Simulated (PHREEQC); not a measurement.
A solution holds 0.018 mol HF, 0.00079 mol NaF and 0.0031 mol LiCl per kg of water, at 30 °C. Closed to the air; pH follows from the charge balance.

The numbers come from PHREEQC with the ion-association model, wateq4f.dat.

- pH = 2.57
- ionic strength = 0.00679 mol/kgw
- total alkalinity = -18.0 meq/kg

```json
[
 {"species": "HF", "molality": "0.0140", "activity": "0.0141", "log γ": "0.001"},
 {"species": "F-", "molality": "0.00349", "activity": "0.00319", "log γ": "-0.039"},
 {"species": "Cl-", "molality": "0.00310", "activity": "0.00284", "log γ": "-0.039"},
 {"species": "Li+", "molality": "0.00310", "activity": "0.00285", "log γ": "-0.036"},
 {"species": "H+", "molality": "0.00290", "activity": "0.00268", "log γ": "-0.034"},
 {"species": "Na+", "molality": "0.000789", "activity": "0.000723", "log γ": "-0.038"},
 {"species": "H2F2", "molality": "0.000429", "activity": "0.000430", "log γ": "0.001"},
 {"species": "HF2-", "molality": "0.000195", "activity": "0.000179", "log γ": "-0.039"},
 {"species": "NaF", "molality": "1.33e-6", "activity": "1.33e-6", "log γ": "0.001"}
]
```

No solid was allowed to form.
